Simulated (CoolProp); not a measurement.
The numbers come from the reference Helmholtz-energy equation of state, Tillner-Roth 1997 in CoolProp.

For CH2F2 (R32), give the phase and the density (kg/m³), Joule-Thomson coefficient (K/MPa), expansivity (1/kK), viscosity (µPa s) at 166.6 K and 123 kPa; 194.7 K and 123 kPa; 222.7 K and 123 kPa.


- 166.6 K and 123 kPa: liquid; density 1360, Joule-Thomson coefficient -0.329, expansivity 1.82, viscosity 795
- 194.7 K and 123 kPa: liquid; density 1280, Joule-Thomson coefficient -0.303, expansivity 2.01, viscosity 455
- 222.7 K and 123 kPa: liquid; density 1210, Joule-Thomson coefficient -0.254, expansivity 2.30, viscosity 295

Viscosity comes from a separate model (Bell 2016), an estimate that may be off by 10 % or more.
